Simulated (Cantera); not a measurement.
A Cantera script and its output.

```python
import numpy as np
import cantera as ct

surf = ct.Interface("ptcombust.yaml", "Pt_surf")
gas = surf.adjacent["gas"]
gas.TPX = 300, 3500, {'CH4': 0.012, 'O2': 0.059, 'N2': 0.79}
jet = ct.ImpingingJet(gas=gas, width=0.039, surface=surf)
jet.inlet.mdot, jet.inlet.T, jet.inlet.X = 0.035, 300, {'CH4': 0.012, 'O2': 0.059, 'N2': 0.79}
jet.set_refine_criteria(ratio=10, slope=0.2, curve=0.3)
show, cover = ['CH4', 'O2', 'H2O', 'OH', 'CO', 'CO2'], ["PT(S)", "H(S)", "O(S)", "OH(S)", "CO(S)", "C(S)"]

rows = []
print(f"{'Ts/K':>7s}" + "".join(f"{s:>11s}" for s in show + cover) + "   (gas at the wall, coverages)")
for i, Ts in enumerate([900, 950, 1000, 1050, 1100, 1150, 1200]):
    jet.surface.T = Ts
    if i == 0:
        surf.TP = Ts, 3500
        surf.coverages = "PT(S):0.5, O(S):0.5"
        surf.advance_coverages(1.0)
        jet.set_initial_guess(products="inlet")
    jet.solve(loglevel=0, auto=(i == 0))
    rows.append([*(jet.X[gas.species_index(s), -1] for s in show), *surf[cover].coverages])
    print(f"{Ts:7g}" + "".join(f"{x:11.3e}" for x in rows[-1]))
```

Output:

```
   Ts/K        CH4         O2        H2O         OH         CO        CO2      PT(S)       H(S)       O(S)      OH(S)      CO(S)       C(S)   (gas at the wall, coverages)
    900  9.312e-03  5.872e-02  8.628e-03  2.476e-08  4.384e-06  5.632e-03  2.838e-01  5.073e-08  7.156e-01  5.236e-04  4.212e-06  1.499e-08
    950  7.573e-03  5.505e-02  1.184e-02  7.971e-08  4.990e-06  7.741e-03  3.620e-01  1.209e-07  6.374e-01  5.333e-04  3.130e-06  1.498e-08
   1000  6.133e-03  5.201e-02  1.448e-02  2.184e-07  5.570e-06  9.484e-03  4.397e-01  2.476e-07  5.598e-01  5.067e-04  2.264e-06  1.415e-08
   1050  5.026e-03  4.968e-02  1.650e-02  5.256e-07  6.218e-06  1.082e-02  5.147e-01  4.556e-07  4.848e-01  4.607e-04  1.646e-06  1.310e-08
   1100  4.208e-03  4.796e-02  1.797e-02  1.145e-06  7.047e-06  1.180e-02  5.850e-01  7.718e-07  4.146e-01  4.069e-04  1.224e-06  1.213e-08
   1150  3.603e-03  4.671e-02  1.904e-02  2.288e-06  8.149e-06  1.250e-02  6.503e-01  1.235e-06  3.493e-01  3.525e-04  9.413e-07  1.141e-08
   1200  3.161e-03  4.581e-02  1.980e-02  4.249e-06  9.644e-06  1.301e-02  7.089e-01  1.881e-06  2.908e-01  3.010e-04  7.496e-07  1.092e-08
```

Computed with Cantera and Deutschmann's 1995 Pt surface mechanism with GRI-Mech 3.0 gas chemistry. Catalytic surfaces can have several steady states; this one follows from the mechanism file's or the stated starting coverage.
